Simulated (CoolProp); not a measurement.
Vapour-liquid equilibrium of dimethyl carbonate (1) + n-octane (2) at 479.6 K; x and y are mole fractions of (1).

Values from CoolProp's multi-fluid Helmholtz-energy mixture model, Zhou 2011 and Beckmüller 2019; pair parameters Bell 2016.

```
x      bubble pressure, mixture model (MPa)  bubble pressure, Raoult's law (MPa)  y, mixture model  y, Raoult's law
-----  ------------------------------------  -----------------------------------  ----------------  ---------------
0.05                                 0.7254                               0.6656             0.156            0.113
0.125                                0.8667                               0.7319             0.317            0.257
0.2                                  0.9897                               0.7983             0.426            0.377
0.275                                 1.095                               0.8647             0.507            0.479
0.35                                  1.185                               0.9310             0.569            0.566
0.425                                 1.262                               0.9974             0.621            0.642
0.5                                   1.327                                1.064             0.666            0.708
0.575                                 1.382                                1.130             0.708            0.766
0.65                                  1.428                                1.196             0.748            0.818
0.725                                 1.465                                1.263             0.789            0.865
0.8                                   1.494                                1.329             0.834            0.907
0.875                                 1.512                                1.396             0.885            0.944
0.95                                  1.515                                1.462             0.948            0.979
```

The largest gap from Raoult's law is +27.3 % in bubble pressure, at x = 0.35. y crosses x between x = 0.875 and 0.95: the model has an azeotrope there.

Pair parameters are fitted to limited data, so mixtures are less certain than the pure fluids.
